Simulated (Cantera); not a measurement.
Input: 1 mol SiO2, 3.1 mol HF, 0.66 mol N2, 1.2 mol F2, held at 1675 °C and 0.0100 bar.

Equilibrium computed with Cantera from the NASA thermochemical tables; the gas is ideal and each condensed phase is pure. Candidate condensed phases: H2O, Si, SiO2, Si2N2O, Si3N4; 58 gas species. The tables' values for SiF3, SiO2 are old estimates; treat these amounts as uncertain. The tables hold silica as quartz up to 1696 K and as liquid above; real silica turns to tridymite and cristobalite and melts near 1996 K. Equilibrium is a limit: real reactors are often held back by kinetics, nucleation or transport.

Q: What is the equilibrium state?

A: 
| Quantity | Value |
|---|---|
| x(HF) | 0.608 |
| x(N2) | 0.132 |
| x(SiF4) | 0.126 |
| x(O2) | 0.119 |
| x(H2O) | 0.00873 |
| x(NO) | 0.00204 |
| x(O) | 0.00153 |
| x(OH) | 0.00128 |
| x(SiF3) | 0.000450 |
| n(SiO2(condensed)) | 0.376 mol |
| gas amount | 4.945 mol |
| log10 activity of Si(l) (absent) | -12.11 |
